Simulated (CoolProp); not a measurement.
Model: reference Helmholtz-energy equation of state, Smukala 2000, in CoolProp.

**Question.** For ethylene, give the phase and the speed of sound (m/s), Joule-Thomson coefficient (K/MPa), isothermal compressibility (1/MPa), fugacity coefficient at -119.25 °C and 15.5 MPa.

**Answer.** 
- -119.25 °C and 15.5 MPa: liquid; speed of sound 1520, Joule-Thomson coefficient -0.484, isothermal compressibility 0.00118, fugacity coefficient 0.00412
